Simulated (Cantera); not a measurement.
Charge: 1 mol Ti, 4.3 mol CO2, 1.8 mol N2, at 17000 Pa.

These are equilibrium values from Cantera (NASA tables, ideal gas, pure condensed phases), not measurements of a reactor. Candidate condensed phases: C, Ti, TiC, TiN, TiO, TiO2, Ti2O3, Ti3O5, Ti4O7; 27 gas species. Kinetics and transport are ignored.

Question: At 725 K, list the 3 most abundant gas species with their mole fractions, and the condensed phases.

Answer: CO2 0.606, N2 0.344, CO 0.0496. Condensed: C(graphite) + TiO2(rutile).
